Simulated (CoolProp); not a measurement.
Vapour pressure (kPa) of CHF3 (R23): the reference equation beside estimates from Tc = 26.1 °C, pc = 4832 kPa, ω = 0.263. Clausius-Clapeyron is anchored at -85.55 °C with a constant enthalpy of vaporisation of 16.96 kJ/mol.

Values from CoolProp's reference Helmholtz-energy equation of state, Penoncello 2003.

```tsv
T (°C)	reference	Lee-Kesler	Clausius-Clapeyron	van der Waals	Redlich-Kwong	Soave-Redlich-Kwong	Peng-Robinson
-122.65	4.526	4.134	5.638	139.5	11.80	4.246	4.577
-115.25	9.173	8.512	10.64	191.5	22.29	8.703	9.222
-107.75	17.42	16.41	19.11	256.7	39.47	16.69	17.44
-100.35	30.77	29.40	32.41	334.9	65.29	29.77	30.72
-92.95	51.50	49.81	52.62	428.2	102.6	50.23	51.33
-85.55	82.24	80.42	82.24	537.8	154.3	80.79	81.88
-78.15	126.1	124.4	124.2	664.8	223.6	124.7	125.5
-70.75	186.5	185.4	182.1	810.3	313.6	185.5	185.7
-63.25	268.7	268.7	261.1	977.9	429.3	268.5	267.6
-55.85	374.6	376.3	363.5	1164	570.8	376.1	373.5
-48.45	509.9	513.6	495.1	1372	742.8	514.0	509.0
-41.05	679.4	685.4	661.3	1602	948.4	687.1	679.1
-33.65	888.2	896.4	867.6	1855	1191	900.7	889.2
-26.25	1142	1152	1120	2132	1472	1160	1145
-18.85	1446	1457	1424	2433	1797	1472	1452
```

Absolute difference from the reference over all 15 rows, mean and median: Lee-Kesler 2.5 and 0.9 %, Clausius-Clapeyron 5.3 and 2.7 %, van der Waals 694.8 and 334.5 %, Redlich-Kwong 77.3 and 68.2 %, Soave-Redlich-Kwong 2.1 and 1.6 %, Peng-Robinson 0.4 and 0.3 %.
